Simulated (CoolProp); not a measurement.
A Linde-Hampson liquefier for dry air: isothermal reversible compression at 300 K from 1 atm to 10 MPa, throttling to 1 atm, return gas leaving the recuperator 5 K below the feed. Each further row changes one setting.

Computed with CoolProp (reference Helmholtz-energy equation of state, Lemmon 2000). It is a pseudo-pure fit of the blend.

```json
[
 {"case": "as stated", "liquid yield per pass": "(withheld)", "compression work (kJ/kg of gas)": "394"},
 {"case": "high pressure 20 MPa", "liquid yield per pass": "(withheld)", "compression work (kJ/kg of gas)": "(withheld)"},
 {"case": "warm-end temperature 330 K", "liquid yield per pass": "0.024", "compression work (kJ/kg of gas)": "(withheld)"},
 {"case": "warm-end gap 10 K", "liquid yield per pass": "0.024", "compression work (kJ/kg of gas)": "394"}
]
```

Q: Fill in the missing entries.

A: 
- as stated, liquid yield per pass: 0.036
- high pressure 20 MPa, liquid yield per pass: 0.070
- high pressure 20 MPa, compression work (kJ/kg of gas): 454
- warm-end temperature 330 K, compression work (kJ/kg of gas): 435
